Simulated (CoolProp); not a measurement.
A simple Rankine cycle with water: condensing at 312.15 K, boiler at 5.54 MPa, turbine inlet 693.6 K, turbine efficiency 0.8, pump efficiency 0.6, no recuperator. Each further row changes one setting.

The numbers come from the reference Helmholtz-energy equation of state, Wagner 2002 in CoolProp.

```tsv
case	thermal efficiency (%)	net work (kJ/kg)	heat in (kJ/kg)	turbine exit temperature (K)	volume ratio over the turbine
as stated	30.2	926	3070	312.1	339
turbine inlet 713.6 K	30.4	947	3110	312.1	331
condensing temperature 304.15 K	31.1	965	3100	304.1	508
boiler pressure 3.88 MPa	29.1	901	3090	312.1	238
turbine efficiency 0.7	26.4	809	3070	312.1	357
```

The expansion ends wet for: as stated; turbine inlet 713.6 K; condensing temperature 304.15 K; boiler pressure 3.88 MPa; turbine efficiency 0.7.
